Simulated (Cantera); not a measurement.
An adiabatic, constant-pressure homogeneous reactor starts with H₂ : O₂ : N₂ : NO = 1 : 0.575 : 2.16 : 0.005 (molar parts), at 1400 K and 7500 Torr. Integrator tolerance rtol = 1e-08.

Model: GRI-Mech 3.0 (53 species, 325 reactions), integrated in Cantera. The hydrogen kinetics of GRI-Mech 3.0 are dated; newer H2 mechanisms differ, most at raised pressure.

| quantity | before | after |
|---|---|---|
| time of steepest temperature rise | 2.33 µs | 28.0 µs |
| temperature at 0.200 s | 2939 K | 2743 K |
| equilibrium temperature | 2939 K | 2743 K |
| x(H₂) at 0.200 s | 0.0212 (gas-phase equilibrium 0.0212) | 0.0324 (gas-phase equilibrium 0.0324) |
| x(O₂) at 0.200 s | 0.0210 (gas-phase equilibrium 0.0210) | 0.0259 (gas-phase equilibrium 0.0259) |
| x(NO) at 0.200 s | 0.0127 (gas-phase equilibrium 0.0127) | 0.0107 (gas-phase equilibrium 0.0107) |
| x(O) at 0.200 s | 0.00421 (gas-phase equilibrium 0.00421) | 0.00860 (gas-phase equilibrium 0.00860) |
| x(N₂O) at 0.200 s | 2.05e-6 (gas-phase equilibrium 2.05e-6) | 4.38e-7 (gas-phase equilibrium 4.38e-7) |
| x(NO₂) at 0.200 s | 7.67e-6 (gas-phase equilibrium 7.67e-6) | 2.16e-6 (gas-phase equilibrium 2.16e-6) |
| x(N₂) at 0.200 s | 0.646 (gas-phase equilibrium 0.646) | 0.636 (gas-phase equilibrium 0.636) |

Question: Name the change that produced these shifts.
A. pressure from 7500 Torr to 495 Torr
B. pressure from 7500 Torr to 5100 Torr
C. initial temperature 1400 to 1200 K
D. H2 1 to 0.39 parts

Answer: A, pressure from 7500 Torr to 495 Torr
